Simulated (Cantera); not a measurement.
A perfectly stirred reactor is fed with CH4 : H2 = 1 : 9.8 (molar parts), at 0.132 atm; it is held at 1425 K, and followed from long to short residence time.

Computed with Cantera and GRI-Mech 3.0 (53 species, 325 reactions). GRI-Mech 3.0 stops at C3 and has no aromatics, soot or wall deposition, so with more carbon than oxygen in the feed, carbon stays in small species such as C2H2 where larger ones or solid carbon would form.

x: mole fraction; the columns are a selection and need not sum to one.

| τ (s) | x CH4 | x H2 | x C2H4 | x H | x C2H6 | x C2H2 | x CH3 |
|---|---|---|---|---|---|---|---|
| 4.9 | 0.0846 | 0.912 | 0.000336 | 1.41e-5 | 6.19e-6 | 0.00331 | 2.63e-5 |
| 1.6 | 0.0897 | 0.909 | ? | 1.38e-5 | 6.58e-6 | ? | 2.74e-5 |
| 0.56 | 0.0915 | 0.908 | ? | 1.36e-5 | 6.60e-6 | ? | 2.76e-5 |
| 0.19 | 0.0922 | 0.908 | 6.52e-5 | 1.33e-5 | 6.28e-6 | 8.40e-5 | 2.70e-5 |
| 0.065 | 0.0925 | 0.907 | 2.88e-5 | 1.23e-5 | 5.31e-6 | 1.28e-5 | 2.51e-5 |
| 0.022 | 0.0925 | 0.907 | 6.75e-6 | 9.92e-6 | 3.23e-6 | 8.76e-7 | 2.03e-5 |
| 0.0075 | 0.0926 | 0.907 | 5.72e-7 | 5.85e-6 | 8.72e-7 | 1.74e-8 | 1.20e-5 |

Question: What belongs in the gaps?

Answer: 
- 1.6, x C2H4: 0.000177
- 1.6, x C2H2: 0.00114
- 0.56, x C2H4: 0.000110
- 0.56, x C2H2: 0.000356
